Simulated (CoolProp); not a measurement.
Saturation properties of isopentane.

Model: reference Helmholtz-energy equation of state, Lemmon 2006, in CoolProp. It is a short technical equation, of lower accuracy than the large ones.

```
T (K)  p (MPa)  enthalpy of vaporisation (kJ/kg)  liquid cp (kJ/(kg K))  vapour Z  surface tension (mN/m)  liquid conductivity (mW/(m K))
-----  -------  --------------------------------  ---------------------  --------  ----------------------  ------------------------------
365.5   0.6102                             283.7                  2.689    0.8462                    7.55                            81.7
369     0.6597                             279.7                  2.716    0.8375                    7.22                            80.6
372.5   0.7121                             275.6                  2.743    0.8286                    6.88                            79.6
376     0.7675                             271.3                  2.772    0.8192                    6.55                            78.5
379.4   0.8243                             267.1                  2.801    0.8098                    6.24                            77.5
382.9   0.8860                             262.6                  2.832    0.7998                    5.91                            76.4
386.4   0.9510                             257.9                  2.865    0.7893                    5.59                            75.3
389.9    1.020                             253.1                  2.899    0.7785                    5.27                            74.3
393.4    1.092                             248.1                  2.936    0.7672                    4.96                            73.2
396.9    1.167                             243.0                  2.974    0.7555                    4.65                            72.1
400.4    1.247                             237.6                  3.015    0.7433                    4.34                            71.0
403.8    1.328                             232.2                  3.057    0.7310                    4.04                            70.0
407.3    1.416                             226.4                  3.104    0.7178                    3.74                            68.9
410.8    1.508                             220.4                  3.156    0.7040                    3.45                            67.9
414.3    1.604                             214.1                  3.212    0.6896                    3.15                            66.8
```

It boils at 301.0 K under 1 atm.

Thermal conductivity comes from a separate model (Vassiliou 2015). Surface tension comes from a separate correlation (Mulero 2012).
